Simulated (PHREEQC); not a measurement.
A column of 0.2 m (30 cells, dispersivity 0.016 m, 3600 s a shift, diffusion coefficient 3e-10 m²/s) holds 0.0025 eq of the database's cation exchanger X per kg of pore water, first in equilibrium with 0.0065 mol KCl, 0.00082 mol MnCl2, 0.0073 mol Na2SO4 and 1e-05 mol HCl per kg of water. It is flushed with 0.00039 mol/kgw CuCl2, 0.0057 mol/kgw LiCl and 1e-05 mol/kgw HCl, at 40 °C. Values are for the last cell. The system is closed to CO2. No solid was allowed to form.

The series has 31 steps of pore volumes, from 0 to 3.017.

The numbers come from PHREEQC with the ion-association model, phreeqc.dat.

Q: After how many pore volumes does Li at the outlet first reach half of its feed value?

A: By 1.0 pore volumes.

Complexes and solids missing from the database can't appear. At this temperature some constants are extrapolated from 25 °C, and those without enthalpy data are left unchanged.
